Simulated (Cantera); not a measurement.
An isothermal, constant-pressure homogeneous reactor starts with N2O = 1 (molar parts), at 1423 K and 730 Pa. Integrator tolerance rtol = 1e-08.

Detailed kinetics in Cantera: GRI-Mech 3.0 (53 species, 325 reactions). GRI-Mech 3.0 was tuned for natural gas; its chemistry of N2O as a main component is partial and can be far from experiment. Radical loss at walls, strong at low pressure, is not modelled. The temperature is held fixed by assumption; the heat of reaction is taken as removed at once.

**Question.** What does this change do: pressure from 730 Pa to 101000 Pa?

**Answer.** 
| quantity | before | after |
|---|---|---|
| x(N2O) at 100 s | 8.12e-6 (gas-phase equilibrium 4.73e-9) | 3.20e-6 (gas-phase equilibrium 5.58e-8) |
| x(O) at 100 s | 8.28e-6 (gas-phase equilibrium 9.15e-6) | 7.16e-7 (gas-phase equilibrium 7.77e-7) |
| x(NO) at 100 s | 0.138 (gas-phase equilibrium 0.000957) | 0.101 (gas-phase equilibrium 0.000957) |
| x(O2) at 100 s | 0.264 (gas-phase equilibrium 0.333) | 0.282 (gas-phase equilibrium 0.333) |
| x(NO2) at 100 s | 8.92e-5 (gas-phase equilibrium 7.04e-7) | 0.000806 (gas-phase equilibrium 8.30e-6) |

**Question.** What does this change do: pressure from 730 Pa to 47000 Pa?

**Answer.** 
```
quantity                                          before                                     after
---------------  ---------------------------------------  ----------------------------------------
x(N2O) at 100 s  8.12e-6 (gas-phase equilibrium 4.73e-9)   3.93e-6 (gas-phase equilibrium 3.80e-8)
x(O) at 100 s    8.28e-6 (gas-phase equilibrium 9.15e-6)   1.04e-6 (gas-phase equilibrium 1.14e-6)
x(NO) at 100 s    0.138 (gas-phase equilibrium 0.000957)    0.114 (gas-phase equilibrium 0.000957)
x(O2) at 100 s       0.264 (gas-phase equilibrium 0.333)       0.276 (gas-phase equilibrium 0.333)
x(NO2) at 100 s  8.92e-5 (gas-phase equilibrium 7.04e-7)  0.000614 (gas-phase equilibrium 5.65e-6)
```

**Question.** What does this change do: temperature 1423 to 1300 K?

**Answer.** 
```json
[
 {"quantity": "x(N2O) at 100 s", "before": "8.12e-6 (gas-phase equilibrium 4.73e-9)", "after": "0.0523 (gas-phase equilibrium 2.40e-9)"},
 {"quantity": "x(O) at 100 s", "before": "8.28e-6 (gas-phase equilibrium 9.15e-6)", "after": "7.35e-6 (gas-phase equilibrium 1.20e-6)"},
 {"quantity": "x(NO) at 100 s", "before": "0.138 (gas-phase equilibrium 0.000957)", "after": "0.0936 (gas-phase equilibrium 0.000461)"},
 {"quantity": "x(O2) at 100 s", "before": "0.264 (gas-phase equilibrium 0.333)", "after": "0.269 (gas-phase equilibrium 0.333)"},
 {"quantity": "x(NO2) at 100 s", "before": "8.92e-5 (gas-phase equilibrium 7.04e-7)", "after": "2.05e-5 (gas-phase equilibrium 5.36e-7)"}
]
```
The mechanism lacks the step 2 NO + O2 → 2 NO2, which can matter for NO2 below about 1400 K.
